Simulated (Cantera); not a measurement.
A Cantera script and what it prints.

```python
import numpy as np
import cantera as ct

gas_names = """
    N2O NO2
""".split()
cond_names = """
    Nb2O5(s) Nb2O5(L) NbO2(I) NbO2(II) NbO2(III) NbO2(L)
""".split()


# ... load() reads the species with a 1 bar reference pressure and builds the phases ...
species = {s.name: s for s in load("nasa_gas.yaml", gas_names) + load("nasa_condensed.yaml", cond_names)}
# Each term lists the table entries of one substance; the one whose range holds T is used.
reactions = {
    'N2O(g) + 3 Nb2O5 = 6 NbO2 + 2 NO2(g)':
        [(-1, ['N2O']), (-3, ['Nb2O5(s)', 'Nb2O5(L)']), (6, ['NbO2(I)', 'NbO2(II)', 'NbO2(III)', 'NbO2(L)']), (2, ['NO2'])],
}


def pick(names, T):
    return next(species[n] for n in names if species[n].thermo.min_temp <= T <= species[n].thermo.max_temp)


results = []
for label, terms in reactions.items():
    print(label)
    print("     T/K   dH/kJ  dS/(J/K)   dG/kJ   log10 K")
    for T in [1273, 1348, 1423, 1498, 1573, 1648, 1723, 1798]:
        used = [(nu, pick(names, T)) for nu, names in terms]
        dH = sum(nu * s.thermo.h(T) for nu, s in used) / 1e6
        dS = sum(nu * s.thermo.s(T) for nu, s in used) / 1e3
        dG = dH - T * dS / 1e3
        logK = -dG * 1e6 / (ct.gas_constant * T * np.log(10))
        results.append((label, T, dH, dS, dG, logK, [s.name for _, s in used]))
        print(f"{T:8g} {dH:8.1f} {dS:8.1f} {dG:8.1f} {logK:8.2f}")
```

Output:

```
N2O(g) + 3 Nb2O5 = 6 NbO2 + 2 NO2(g)
     T/K   dH/kJ  dS/(J/K)   dG/kJ   log10 K
    1273    953.5    205.4    692.0   -28.39
    1348    954.3    206.0    676.6   -26.22
    1423    954.9    206.5    661.1   -24.27
    1498    955.5    206.8    645.6   -22.51
    1573    955.9    207.1    630.1   -20.92
    1648    956.3    207.4    614.5   -19.48
    1723    956.7    207.6    599.0   -18.16
    1798    641.8     31.2    585.7   -17.01
```

Standard-state values (1 bar) from the NASA 1993 polynomials, evaluated with Cantera. Condensed species are held in their standard states even where they would react or evaporate.
